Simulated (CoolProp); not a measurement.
A simple Rankine cycle with water: condensing at 288.15 K, boiler at 10.9 MPa, turbine inlet 595.7 K, turbine efficiency 0.65, pump efficiency 0.6, no recuperator. Each further row changes one setting.

Computed with CoolProp (reference Helmholtz-energy equation of state, Wagner 2002).

```tsv
case	thermal efficiency (%)	net work (kJ/kg)	heat in (kJ/kg)	turbine exit temperature (K)	volume ratio over the turbine
as stated	26.8	714	2660	288.1	3640
turbine inlet 615.7 K	27.1	752	2780	288.1	3330
condensing temperature 280.15 K	27.5	743	2700	280.2	6000
boiler pressure 7.63 MPa	26.5	750	2830	288.1	2270
turbine efficiency 0.55	22.6	602	2660	288.1	3850
```

The expansion ends wet for: as stated; turbine inlet 615.7 K; condensing temperature 280.15 K; boiler pressure 7.63 MPa; turbine efficiency 0.55.
